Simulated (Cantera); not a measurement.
Feed: 1 mol Fe₂O₃, 1.3 mol H₂, held at 1.00 bar.

These are equilibrium values from Cantera (NASA tables, ideal gas, pure condensed phases), not measurements of a reactor. Candidate condensed phases: Fe, FeO, Fe(OH)₂, Fe(OH)₃, Fe₂O₃, Fe₃O₄, H₂O; 12 gas species. The tables' stoichiometric FeO is somewhat more stable than real wüstite, so its field is too wide. FeO: taken at fixed stoichiometry. Rates play no part.

**Question.** Which condensed phases are stable at each of these points (T (K)): 1373, 1423, 1473, 1523, 1573, 1623, 1673, 1723, 1773, 1823, 1873?

**Answer.** 
```csv
T (K),condensed phases,Fe condensed (%)
1373,FeO(s),100.0
1423,FeO(s),100.0
1473,FeO(s),100.0
1523,FeO(s),100.0
1573,FeO(s),100.0
1623,FeO(s),100.0
1673,FeO(l),100.0
1723,FeO(l),100.0
1773,FeO(l),100.0
1823,FeO(l),100.0
1873,FeO(l),100.0
```

From 1373 K to 1623 K the condensed part is FeO(s). From 1673 K to 1873 K the condensed part is FeO(l).
